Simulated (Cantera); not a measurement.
Charge: 1 mol Al, 0.89 mol N2O, 2.1 mol N2, held at 1748 K and 0.00270 bar.

Method: chemical equilibrium by Gibbs-energy minimisation in Cantera with the NASA 1993 tables (ideal gas, pure condensed phases). Candidate condensed phases: Al, AlN, Al2O3; 16 gas species. Mutual solubility and eutectic melting of coexisting phases are not modelled. The numbers say what is thermodynamically allowed, not how fast it happens.

Base state: N2 0.999, Al 0.000608, Al2O 0.000141 (mole fractions); condensed: AlN(s) + Al2O3(s).

Question: What changes in the equilibrium state with this change: N2O from 0.89 to 16 mol?

Answer: 
| species | before | after |
|---|---|---|
| N2 | 0.999 | 0.712 |
| O2 | <1e-9 | 0.284 |
| NO | <1e-9 | 0.00383 |
| Al | 0.000608 | <1e-9 |
| O | <1e-9 | 0.000751 |
| Al2O | 0.000141 | <1e-9 |
| AlN(s), mol | 0.404 | 0 |
| Al2O3(s), mol | 0.297 | 0.500 |

Question: What changes in the equilibrium state with this change: Al replaced by AlCl3?

Answer: 
```json
[
 {"species": "N2", "before": "0.999", "after": "0.580"},
 {"species": "Cl", "before": "0", "after": "0.336"},
 {"species": "AlCl3", "before": "0", "after": "0.0786"},
 {"species": "Cl2", "before": "0", "after": "0.00504"},
 {"species": "Al", "before": "0.000608", "after": "<1e-9"},
 {"species": "AlN(s), mol", "before": "0.404", "after": "0"},
 {"species": "Al2O3(s), mol", "before": "0.297", "after": "0.297"}
]
```
The tables' values for AlCl2 are old estimates; treat these amounts as uncertain. Further candidate phases: AlCl3.
